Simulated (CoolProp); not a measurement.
A Linde-Hampson liquefier for ethane: isothermal reversible compression at 320 K from 1 atm to 30 MPa, throttling to 1 atm, return gas leaving the recuperator 5 K below the feed. Each further row changes one setting.

Model: reference Helmholtz-energy equation of state, Bücker 2006, in CoolProp.

```tsv
case	liquid yield per pass	compression work (kJ/kg of gas)
as stated	0.460	390
high pressure 60 MPa	0.431	457
warm-end temperature 350 K	0.385	457
warm-end gap 10 K	0.453	390
```
